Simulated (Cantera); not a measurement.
Cantera with NASA thermochemical tables; ideal gases at 1 bar, condensed phases pure. Values are per mole of reaction as written; species without (g) are pure solids or liquids, kept so even where they would boil at 1 bar.

a) Nb + O₂(g) ⇌ NbO₂
b) V + O₂(g) ⇌ VO₂(g)
c) 2 Si + O₂(g) ⇌ 2 SiO(g)
d) 0.6667 Cr + O₂(g) ⇌ 0.6667 CrO₃(g)
e) 4 Li + O₂(g) ⇌ 2 Li₂O
f) 1.333 B + O₂(g) ⇌ 0.6667 B₂O₃(g)
g) Nb + O₂(g) ⇌ NbO₂(g)

Problem. Order these by ΔG° at 1000 K, most negative first.

Solution. e (-933 kJ), a (-613 kJ), f (-533 kJ), c (-375 kJ), b (-259 kJ), g (-227 kJ), d (-150 kJ)
